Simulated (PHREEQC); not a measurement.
A column of 0.2 m (30 cells, dispersivity 0.01 m, 60 s a shift, diffusion coefficient 3e-10 m²/s) holds 0.0023 eq of the database's cation exchanger X per kg of pore water, first in equilibrium with 0.0013 mol MgSO4 and 1e-05 mol HCl per kg of water. It is flushed with 0.69 mmol/kgw MgCl2, 0.81 mmol/kgw (NH4)2SO4 and 0.01 mmol/kgw HCl, at 40 °C. Values are for the last cell. No CO2 enters from the air. No solid was allowed to form.

Equilibrium calculation in PHREEQC: ion-association model, phreeqc.dat.

```
pore volumes  NH4 in solution (mol/kgw)  Cl in solution (mol/kgw)  Mg in solution (mol/kgw)
------------  -------------------------  ------------------------  ------------------------
0                                     0                   1.00e-5                   0.00130
0.15                                  0                   1.00e-5                   0.00130
0.4167                          1.35e-6                   1.38e-5                   0.00130
0.55                            2.48e-5                   6.01e-5                   0.00129
0.6833                         0.000120                  0.000206                   0.00127
0.95                           0.000551                  0.000696                   0.00112
1.083                          0.000800                  0.000921                   0.00103
1.217                           0.00102                   0.00109                  0.000947
1.35                            0.00120                   0.00121                  0.000875
1.617                           0.00142                   0.00133                  0.000779
1.75                            0.00149                   0.00136                  0.000750
1.883                           0.00154                   0.00137                  0.000729
2.15                            0.00159                   0.00138                  0.000706
2.283                           0.00160                   0.00139                  0.000700
2.417                           0.00161                   0.00139                  0.000697
2.683                           0.00161                   0.00139                  0.000693
2.817                           0.00162                   0.00139                  0.000692
2.95                            0.00162                   0.00139                  0.000691
3.083                           0.00162                   0.00139                  0.000691
3.35                            0.00162                   0.00139                  0.000690
3.483                           0.00162                   0.00139                  0.000690
3.617                           0.00162                   0.00139                  0.000690
3.883                           0.00162                   0.00139                  0.000690
4.017                           0.00162                   0.00139                  0.000690
```

At this temperature some constants are extrapolated from 25 °C, and those without enthalpy data are left unchanged.
